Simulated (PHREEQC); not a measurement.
PHREEQC input (ion-association model, phreeqc.dat):

```
SOLUTION 1
  temp 30
  units mmol/kgw
  pH 7 charge
  C(4) 28
  Na 32.2
  F 4.2
  Cl 1.7
  K 1.7
SOLUTION 2
  temp 30
  units mmol/kgw
  pH 7 charge
  Na 23
  B 0.14
END
SELECTED_OUTPUT 1
  -reset false
  -pH true
  -pe true
  -ionic_strength true
  -water true
  -totals B C Cl F K Na C(-4) C(4)
  -molalities H+ Na+ K+ Cl- CO3-2 H3BO3 F- OH- O2 HCO3-
    CO2 (CO2)2 H2BO3- BF(OH)3- BF2(OH)2- BF3OH- BF4- HF HF2- NaOH
    NaCO3- NaHCO3 NaF
  -equilibrium_phases Halite Sylvite
PRINT
  -reset false
MIX 1
  1 1
  2 0
EQUILIBRIUM_PHASES 1
  Halite 0 0
  Sylvite 0 0
  O2(g) -0.68 10
END
# ... the last block is repeated for the other 20 points of share of solution B
```

Selected output (columns that matter, 9 of 21 rows; share of solution B added in front):

```
share of solution B	pH	mu	B	C	Cl	F	K	Na	m_H+	m_Na+	m_K+	m_Cl-	m_CO3-2	m_H3BO3
0	8.0909	0.033684	0	0.028	0.0017	0.0042	0.0017	0.0322	9.3389e-09	0.031705	0.0017	0.0017	0.00027933	0
0.1	8.9485	0.033547	1.4e-05	0.025199	0.0015299	0.0037799	0.0015299	0.031279	1.296e-09	0.03033	0.0015299	0.0015299	0.0016875	8.3813e-06
0.25	9.5173	0.033697	3.4997e-05	0.020998	0.0012749	0.0031497	0.0012749	0.029897	3.4986e-10	0.028221	0.0012749	0.0012749	0.0042012	1.0057e-05
0.4	10.015	0.033998	5.5991e-05	0.016797	0.0010198	0.0025196	0.0010198	0.028516	1.1131e-10	0.02621	0.0010198	0.0010198	0.0067682	6.3627e-06
0.5	10.502	0.034127	6.9987e-05	0.013997	0.00084984	0.0020996	0.00084984	0.027595	3.6267e-11	0.024974	0.00084984	0.00084984	0.0083031	2.8053e-06
0.6	11.244	0.033035	8.3984e-05	0.011198	0.00067987	0.0016797	0.00067987	0.026675	6.5548e-12	0.024185	0.00067987	0.00067987	0.00817	6.3152e-07
0.75	11.771	0.029386	0.00010499	0.0069991	0.00042495	0.0010499	0.00042495	0.025297	1.9394e-12	0.023679	0.00042495	0.00042495	0.0052823	2.3804e-07
0.9	12.014	0.02555	0.00012599	0.0027999	0.00016999	0.00041998	0.00016999	0.023919	1.0997e-12	0.02326	0.00016999	0.00016999	0.0021197	1.6472e-07
1	12.126	0.023	0.00014	0	0	0	0	0.023	8.464e-13	0.023	0	0	0	1.4254e-07
```

Real BF4- forms and hydrolyses slowly; the run takes it at equilibrium.
